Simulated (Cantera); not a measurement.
A perfectly stirred reactor is fed with H₂ : O₂ : N₂ : H₂O = 1 : 0.735 : 2.76 : 0.17 (molar parts), equivalence ratio 0.68, at 0.330 bar; it is adiabatic with a 450 K inlet, and is followed from long to short residence time, starting on the burning branch (τ in s: 0.038, 0.018, 0.0089, 0.0043, 0.0021, 0.00099, 0.00048, 0.00023, 0.00011, 5.4e-05).

Detailed kinetics in Cantera: the H2/O2 subset of GRI-Mech 3.0, which has no nitrogen chemistry.

**Question.** What does this change do: inlet temperature 450 to 748 K?

**Answer.** 
```json
[
 {"quantity": "blow-out, bracketed by the residence times tried", "before": "burning at 0.110 ms, out at 54.0 µs", "after": "burning at 54.0 µs, the shortest tried"},
 {"quantity": "x(H₂) at τ = 38.0 ms", "before": "0.00323", "after": "0.00471"},
 {"quantity": "x(O₂) at τ = 38.0 ms", "before": "0.0554", "after": "0.0548"},
 {"quantity": "x(H₂O) at τ = 38.0 ms", "before": "0.272", "after": "0.268"},
 {"quantity": "x(O) at τ = 38.0 ms", "before": "0.00147", "after": "0.00225"},
 {"quantity": "x(H₂O₂) at τ = 38.0 ms", "before": "1.17e-7", "after": "1.20e-7"},
 {"quantity": "x(H₂) at τ = 0.990 ms", "before": "0.0180", "after": "0.0211"},
 {"quantity": "x(O₂) at τ = 0.990 ms", "before": "0.0605", "after": "0.0599"},
 {"quantity": "x(H₂O) at τ = 0.990 ms", "before": "0.241", "after": "0.232"},
 {"quantity": "x(O) at τ = 0.990 ms", "before": "0.00913", "after": "0.0117"},
 {"quantity": "x(H₂O₂) at τ = 0.990 ms", "before": "7.13e-7", "after": "3.79e-7"}
]
```

**Question.** What does this change do: H2 1 to 0.63 parts?

**Answer.** 
```tsv
quantity	before	after
blow-out, bracketed by the residence times tried	burning at 0.110 ms, out at 54.0 µs	burning at 0.230 ms, out at 0.110 ms
x(H₂) at τ = 38.0 ms	0.00323	0.000805
x(O₂) at τ = 38.0 ms	0.0554	0.105
x(H₂O) at τ = 38.0 ms	0.272	0.199
x(O) at τ = 38.0 ms	0.00147	0.000736
x(H₂O₂) at τ = 38.0 ms	1.17e-7	3.28e-7
x(H₂) at τ = 0.990 ms	0.0180	0.00735
x(O₂) at τ = 0.990 ms	0.0605	0.106
x(H₂O) at τ = 0.990 ms	0.241	0.186
x(O) at τ = 0.990 ms	0.00913	0.00544
x(H₂O₂) at τ = 0.990 ms	7.13e-7	1.91e-6
```
